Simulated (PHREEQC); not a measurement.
Make-up at 25 °C: 0.0014 mol/kgw CaSO4, 0.00027 mol/kgw CO2 and 6.8e-06 mol/kgw H4SiO4. Closed to the air; pH follows from the charge balance.

All values are PHREEQC results (ion-association model, wateq4f.dat), not measurements.

| quantity | before | after |
|---|---|---|
| Ca+2 (mol/kgw) | 0.00123 | 0.000269 |
| SO4-2 (mol/kgw) | 0.00123 | 0.000269 |
| CO2 (mol/kgw) | 0.000258 | 4.91e-5 |
| CaSO4 (mol/kgw) | 0.000168 | 1.08e-5 |
| SI of Quartz (SiO2) | -1.19 | -1.89 |
| SI of Gypsum (CaSO4:2H2O) | -1.49 | -2.69 |

Name the change that produced these shifts.
A) H4SiO4 replaced by (NH4)2SiF6 at the same molality
B) diluted 5-fold with water
C) H4SiO4 from 6.8e-06 to 1.02e-05 mol/kgw
D) H4SiO4 from 6.8e-06 to 7.48e-06 mol/kgw

B, diluted 5-fold with water

Precipitation was switched off in this run.
